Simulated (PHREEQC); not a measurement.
Make-up at 5.8 °C: 0.017 mol/kgw ZnSO4, 0.00092 mol/kgw NaOH and 0.028 mol/kgw H2SO4. Closed to the air; pH follows from the charge balance.

All values are PHREEQC results (ion-association model, phreeqc.dat), not measurements.

| quantity | before | after |
|---|---|---|
| pH | 1.52 | 1.65 |
| ionic strength (mol/kgw) | 0.0870 | 0.0729 |
| HSO4- (mol/kgw) | 0.0186 | 0.0279 |
| SO4-2 (mol/kgw) | 0.0184 | 0.0109 |
| Zn+2 (mol/kgw) | 0.0101 | 0.0112 |

### Question
What was changed between the two runs?
A. temperature from 5.8 to 60 °C
B. diluted 10-fold with water
C. 0.026 mol/kgw KCl added
D. diluted 100-fold with water
E. ZnSO4 from 0.017 to 0.034 mol/kgw

### Answer
A, temperature from 5.8 to 60 °C

This is a speciation only: nothing precipitates in the calculation. At this temperature some constants are extrapolated from 25 °C, and those without enthalpy data are left unchanged.
